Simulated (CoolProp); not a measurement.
Vapour pressure (MPa) of isobutane: the reference equation beside estimates from Tc = 407.8 K, pc = 3.629 MPa, ω = 0.184. Clausius-Clapeyron is anchored at 308.8 K with a constant enthalpy of vaporisation of 18.41 kJ/mol.

The numbers come from the reference Helmholtz-energy equation of state, Bücker 2006 in CoolProp.

| T (K) | reference | Clausius-Clapeyron | van der Waals | Redlich-Kwong | Soave-Redlich-Kwong | Peng-Robinson |
|---|---|---|---|---|---|---|
| 274.7 | 0.1658 | … | 0.5962 | 0.2274 | 0.1652 | 0.1655 |
| 283.2 | 0.2210 | 0.2474 | 0.6984 | 0.2966 | 0.2208 | 0.2204 |
| 291.7 | 0.2892 | 0.3107 | 0.8115 | 0.3798 | 0.2895 | 0.2881 |
| 300.3 | 0.3732 | … | 0.9374 | 0.4798 | … | 0.3717 |
| 308.8 | 0.4730 | 0.4730 | … | 0.5956 | 0.4756 | 0.4712 |
| 317.3 | 0.5915 | 0.5732 | … | 0.7299 | 0.5958 | 0.5895 |
| 325.9 | 0.7324 | 0.6891 | 1.384 | 0.8857 | 0.7389 | 0.7305 |
| 334.4 | 0.8945 | 0.8190 | 1.558 | 1.061 | … | 0.8931 |

Question: Fill in the missing entries.

Answer: 
- 274.7, Clausius-Clapeyron: 0.1942
- 300.3, Clausius-Clapeyron: 0.3861
- 300.3, Soave-Redlich-Kwong: 0.3744
- 308.8, van der Waals: 1.074
- 317.3, van der Waals: 1.222
- 334.4, Soave-Redlich-Kwong: 0.9039

Absolute difference from the reference over all 8 rows, mean and median: Clausius-Clapeyron 7.2 and 6.7 %, van der Waals 150.5 and 139.1 %, Redlich-Kwong 27.5 and 27.2 %, Soave-Redlich-Kwong 0.5 and 0.5 %, Peng-Robinson 0.3 and 0.3 %.
